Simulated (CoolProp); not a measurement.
Vapour-liquid equilibrium of propane (1) + R114 (2) at 293.1 K; x and y are mole fractions of (1).

Computed with CoolProp (multi-fluid Helmholtz-energy mixture model, Lemmon 2009 and Platzer 1990; pair parameters Bell 2016). This equation is an older, rougher fit; its heat capacities, sound speeds and derivatives of the liquid may be far off and weren't checked against measurements.

```csv
x,bubble pressure (bar),y at the bubble point,dew pressure at overall composition x (bar),liquid density (mol/L)
0.05,2.279,0.229,1.902,8.703
0.2,3.505,0.553,2.209,9.024
0.35,4.546,0.700,2.628,9.369
0.5,5.468,0.791,3.229,9.746
0.65,6.327,0.861,4.139,10.16
0.8,7.175,0.921,5.566,10.62
0.95,8.050,0.980,7.602,11.15
```

No azeotrope shows between x = 0.05 and 0.95.

The pair parameters rest on a limited set of measurements; away from them the model extrapolates.
